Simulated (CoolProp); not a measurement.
A simple Rankine cycle with R1336mzz(E): condensing at 328.15 K, boiler at 1.81 MPa, turbine inlet 409 K, turbine efficiency 0.7, pump efficiency 0.7, no recuperator. Each further row changes one setting.

Model: reference Helmholtz-energy equation of state, Akasaka 2023, in CoolProp.

| case | thermal efficiency (%) | net work (kJ/kg) | heat in (kJ/kg) | turbine exit temperature (K) | volume ratio over the turbine |
|---|---|---|---|---|---|
| as stated | 7.2 | 13.3 | 184 | (withheld) | 4.15 |
| condensing temperature 320.15 K | (withheld) | (withheld) | (withheld) | (withheld) | 5.26 |
| boiler pressure 1.27 MPa | 5.5 | 10.6 | (withheld) | 387.2 | (withheld) |
| turbine efficiency 0.6 | 6.1 | 11.1 | 184 | 377.8 | 4.18 |

Problem. Fill in the missing entries.

Solution. 
- as stated, turbine exit temperature (K): 375.5
- condensing temperature 320.15 K, thermal efficiency (%): 8.2
- condensing temperature 320.15 K, net work (kJ/kg): 15.9
- condensing temperature 320.15 K, heat in (kJ/kg): 194
- condensing temperature 320.15 K, turbine exit temperature (K): 371.0
- boiler pressure 1.27 MPa, heat in (kJ/kg): 192
- boiler pressure 1.27 MPa, volume ratio over the turbine: 2.70
